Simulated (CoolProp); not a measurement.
Saturated liquid density (kg/m³) of R1123: the reference equation beside estimates from Tc = 58.6 °C, pc = 4549 kPa, ω = 0.243.

Values from CoolProp's reference Helmholtz-energy equation of state, Akasaka 2020.

| T (°C) | reference | Redlich-Kwong | Soave-Redlich-Kwong | Peng-Robinson |
|---|---|---|---|---|
| -38.85 | 1272 | 1112 | 1155 | 1308 |
| -32.75 | 1251 | 1089 | 1133 | 1284 |
| -26.65 | 1229 | 1065 | 1111 | 1259 |
| -20.55 | 1206 | 1041 | 1086 | 1232 |
| -14.45 | 1183 | 1015 | 1061 | 1204 |
| -8.35 | 1159 | 987.8 | 1034 | 1173 |
| -2.25 | 1133 | 959.4 | 1005 | 1141 |
| 3.85 | 1106 | 929.3 | 974.8 | 1106 |
| 9.95 | 1077 | 897.5 | 942.1 | 1069 |
| 16.05 | 1047 | 863.6 | 906.9 | 1029 |
| 22.15 | 1014 | 827.2 | 868.6 | 984.4 |

Absolute difference from the reference over all 11 rows, mean and median: Redlich-Kwong 15.0 and 14.8 %, Soave-Redlich-Kwong 11.2 and 10.8 %, Peng-Robinson 1.7 and 1.8 %.
